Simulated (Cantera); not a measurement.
Input: 1 mol B₂O₃, 1.3 mol H₂O, at 2350 K and 0.000160 bar.

These are equilibrium values from Cantera (NASA tables, ideal gas, pure condensed phases), not measurements of a reactor. Candidate condensed phases: B, B₂O₃, B₃O₃H₃, H₂O; 23 gas species. Equilibrium is a limit: real reactors are often held back by kinetics, nucleation or transport.

What is the equilibrium state?


```json
{
  "x(H)": "0.250",
  "x(HBO₂)": "0.151",
  "x(BO₂)": "0.122",
  "x(BO)": "0.113",
  "x(O)": "0.0986",
  "x(B₂O₃)": "0.0682",
  "x(H₂)": "0.0645",
  "x(H₂O)": "0.0561",
  "x(OH)": "0.0376",
  "gas_amount": "3.806 mol",
  "log10 activity of B(s) (absent)": "-6.77",
  "log10 activity of B(l) (absent)": "-6.77"
}
```
